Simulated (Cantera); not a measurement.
An adiabatic, constant-pressure homogeneous reactor starts with CO : H2 : O2 : N2 = 1 : 0.59 : 1.73 : 7.6 (molar parts), at 1125 K and 500000 Pa. Integrator tolerance rtol = 1e-08.

Computed with Cantera and GRI-Mech 3.0 (53 species, 325 reactions). The hydrogen kinetics of GRI-Mech 3.0 are dated; newer H2 mechanisms differ, most at raised pressure.

Question: What does this change do: initial temperature 1125 to 1100 K?

Answer: 
```json
[
 {"quantity": "time of steepest temperature rise", "before": "0.109 ms", "after": "0.255 ms"},
 {"quantity": "temperature at 0.900 s", "before": "2191 K", "after": "2171 K"},
 {"quantity": "equilibrium temperature", "before": "2191 K", "after": "2171 K"},
 {"quantity": "x(CO) at 0.900 s", "before": "0.000841 (gas-phase equilibrium 0.000841)", "after": "0.000731 (gas-phase equilibrium 0.000731)"},
 {"quantity": "x(H2) at 0.900 s", "before": "9.36e-5 (gas-phase equilibrium 9.36e-5)", "after": "8.24e-5 (gas-phase equilibrium 8.24e-5)"},
 {"quantity": "x(O2) at 0.900 s", "before": "0.0881 (gas-phase equilibrium 0.0881)", "after": "0.0883 (gas-phase equilibrium 0.0883)"},
 {"quantity": "x(NO2) at 0.900 s", "before": "1.46e-5 (gas-phase equilibrium 1.46e-5)", "after": "1.43e-5 (gas-phase equilibrium 1.44e-5)"},
 {"quantity": "x(NO) at 0.900 s", "before": "0.00783 (gas-phase equilibrium 0.00783)", "after": "0.00748 (gas-phase equilibrium 0.00749)"}
]
```
